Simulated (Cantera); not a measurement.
Feed: 1 mol B2H6, 18 mol H2O, 0.13 mol N2, held at 2075 K and 65.0 Pa.

Cantera equilibrium calculation (NASA polynomials, part measured and part estimated; ideal gas, pure solids and liquids). The feed counts by its element totals alone. Equilibrium is a limit: real reactors are often held back by kinetics, nucleation or transport.

| species | before | after |
|---|---|---|
| H2O | 0.590 | 0.629 |
| H2 | 0.249 | 0.266 |
| HBO2 | 0.0810 | 0.0876 |
| H | 0.0521 | 0.00877 |
| OH | 0.0141 | 0.00144 |
| O | 0.00212 | 3.65e-5 |
| O2 | 0.00215 | 3.80e-5 |
| NO | 7.97e-5 | 5.20e-6 |
| BO | 0.000691 | 6.01e-5 |
| BO2 | 0.00234 | 0.000244 |
| HBO | 0.000244 | 0.000105 |
Gas species are given as mole fractions.

### Question
What was changed between the two runs?
A. pressure from 65.0 Pa to 140 Pa
B. H2O from 18 to 10 mol
C. pressure from 65.0 Pa to 100000 Pa
D. temperature from 2075 K to 1823 K

### Answer
D, temperature from 2075 K to 1823 K
